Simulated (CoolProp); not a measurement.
Ethanol along the isobar 82.7 bar: fugacity coefficient from the reference equation and from simpler models built on Tc = 241.6 °C, pc = 62.68 bar, ω = 0.644; each cubic takes its own stable root.

The numbers come from the reference Helmholtz-energy equation of state, Schroeder 2014 in CoolProp.

```tsv
T (°C)	phase	reference
152.35	liquid	0.1272
159.25	liquid	0.1480
166.05	liquid	0.1707
172.85	liquid	0.1954
179.75	liquid	0.2227
186.55	liquid	0.2517
193.35	liquid	0.2827
200.15	liquid	0.3156
207.05	liquid	0.3509
213.85	liquid	0.3875
220.65	liquid	0.4255
```

### Question
How far does each simpler model (van der Waals, Redlich-Kwong, Soave-Redlich-Kwong, Peng-Robinson) lie from the reference over these 11 states: mean and median of the absolute difference, and the worst?

### Answer
- van der Waals: mean 75.8 %, median 67.1 %, worst +157.2 % at 152.35 °C and 82.7 bar
- Redlich-Kwong: mean 39.1 %, median 35.6 %, worst +79.4 % at 152.35 °C and 82.7 bar
- Soave-Redlich-Kwong: mean 3.3 %, median 3.4 %, worst +5.0 % at 152.35 °C and 82.7 bar
- Peng-Robinson: mean 1.3 %, median 1.4 %, worst -3.1 % at 220.65 °C and 82.7 bar
